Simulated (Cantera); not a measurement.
A perfectly stirred reactor is fed with CH4 : CO2 = 1 : 2.5 (molar parts), at 2700000 Pa; it is held at 2025 K, and followed from long to short residence time.

Cantera simulation using GRI-Mech 3.0 (53 species, 325 reactions); the numbers are that mechanism's predictions, not measurements. The pressure lies above the range GRI-Mech 3.0 was tuned for (to about 10 atm).

### Question
Predict: x(CH4) at τ = 2.40 s; x(CO2) at τ = 2.40 s; x(O2) at τ = 2.40 s; x(H2O) at τ = 2.40 s; x(CH2O) at τ = 2.40 s; x(CH4) at τ = 47.0 ms; x(CO2) at τ = 47.0 ms; x(O2) at τ = 47.0 ms; x(H2O) at τ = 47.0 ms; x(CH2O) at τ = 47.0 ms.

### Answer
| Property | Result |
|---|---|
| x(CH4) at τ = 2.40 s | 0.000124 |
| x(CO2) at τ = 2.40 s | 0.102 |
| x(O2) at τ = 2.40 s | 3.56e-9 |
| x(H2O) at τ = 2.40 s | 0.171 |
| x(CH2O) at τ = 2.40 s | 1.17e-6 |
| x(CH4) at τ = 47.0 ms | 0.00392 |
| x(CO2) at τ = 47.0 ms | 0.108 |
| x(O2) at τ = 47.0 ms | 3.83e-9 |
| x(H2O) at τ = 47.0 ms | 0.174 |
| x(CH2O) at τ = 47.0 ms | 2.74e-6 |
